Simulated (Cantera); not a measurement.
**Diamond growth**

A diamond (100) surface in a fixed gas of H2 with x(CH4) = 0.015, x(H) = 0.00045, at 1275 K, 135 Torr; coverages are run to steady state.

Model: the Harris–Goodwin 1993 mechanism for the reconstructed diamond (100) surface, integrated in Cantera.

```
x(CH3)   growth (µm/h)  θ c6HH  θ c6H*  θ c6*H  θ c6**    θ c6HM
-------  -------------  ------  ------  ------  ------  --------
1e-06           0.0142   0.478  0.0415   0.462  0.0184   1.01e-5
2.4e-06         0.0340   0.478  0.0415   0.462  0.0184   2.42e-5
5.7e-06         0.0807   0.478  0.0415   0.462  0.0183   5.74e-5
1.4e-05          0.198   0.478  0.0415   0.462  0.0183  0.000141
3.3e-05          0.464   0.477  0.0414   0.462  0.0182  0.000332
7.8e-05           1.09   0.477  0.0414   0.461  0.0180  0.000781
0.00019           2.59   0.476  0.0412   0.460  0.0174   0.00188
0.00044           5.70   0.473  0.0409   0.456  0.0164   0.00427
0.0011            12.7   0.467  0.0403   0.449  0.0140    0.0102
```
θ: site fractions in the mechanism's names (c6HH fully hydrogenated, c6H* and c6*H radical sites, c6** diradical, c6HM methylated).
